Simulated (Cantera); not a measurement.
Feed: 1 mol PbO, 2.8 mol C, 0.017 mol CO, at 1600 °C and 0.000130 bar.

Equilibrium computed with Cantera from the NASA thermochemical tables; the gas is ideal and each condensed phase is pure. Candidate condensed phases: C, Pb, PbO, PbO2, Pb3O4; 15 gas species. Kinetics and transport are ignored.

Base state: CO 0.504, Pb 0.496 (mole fractions); condensed: C(graphite).

Problem. What changes in the equilibrium state with this change: PbO replaced by Fe3O4?

Solution. 
```tsv
species	before	after
CO	0.504	0.485
Fe	0	0.435
CO2	1.62e-9	0.0760
Pb	0.496	0
FeO	0	0.00403
O	<1e-9	0.000121
O2	<1e-9	3.42e-5
C(graphite), mol	1.80	0
FeO(l), mol	0	0.797
```
The tables' stoichiometric FeO is somewhat more stable than real wüstite, so its field is too wide. FeO: taken at fixed stoichiometry. Further candidate phases: Fe, Fe(CO)5, FeO, Fe2O3, Fe3O4.
